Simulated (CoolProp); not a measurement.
Vapour-liquid equilibrium of n-hexane (1) + p-xylene (2) at 2.16 bar; x and y are mole fractions of (1).

Computed with CoolProp (multi-fluid Helmholtz-energy mixture model, Thol 2019 and Zhou 2012; pair parameters Bell 2016).

```tsv
x	bubble temperature, mixture model (K)	bubble temperature, Raoult's law (K)	y, mixture model	y, Raoult's law
0.05	432.9	434.0	0.221	0.214
0.2	412.1	414.8	0.594	0.590
0.35	398.4	401.0	0.764	0.772
0.5	388.7	390.5	0.856	0.871
0.65	381.3	382.2	0.915	0.930
0.8	375.2	375.5	0.957	0.968
0.95	369.8	369.8	0.990	0.993
```

The largest gap from Raoult's law is -2.7 K in bubble temperature, at x = 0.2. No azeotrope shows between x = 0.05 and 0.95.

The pair parameters rest on a limited set of measurements; away from them the model extrapolates.
